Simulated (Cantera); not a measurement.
## Ignition delay

Mixture: CH4 : H2 : O2 : N2 = 1 : 0.21 : 2.92 : 11 (molar parts), equivalence ratio 0.72, at 1.00 bar, adiabatic and at constant volume. Ignition delay is the time to a rise of 400 K.

Model: GRI-Mech 3.0 (53 species, 325 reactions), integrated in Cantera. Below about 1000 K GRI-Mech 3.0 lacks low-temperature oxidation paths. Below about 950 K walls govern HO2 and H2O2 in real vessels.

| T0 (K) | delay (ms) |
|---|---|
| 898 | 413 |
| 948 | 106 |
| 998 | 50.3 |
| 1048 | 29.1 |
| 1098 | 17.4 |
| 1148 | 10.4 |
| 1198 | 6.24 |
| 1248 | 3.77 |
| 1298 | 2.32 |

- apparent activation energy between 1198 and 1298 K: 130 kJ/mol
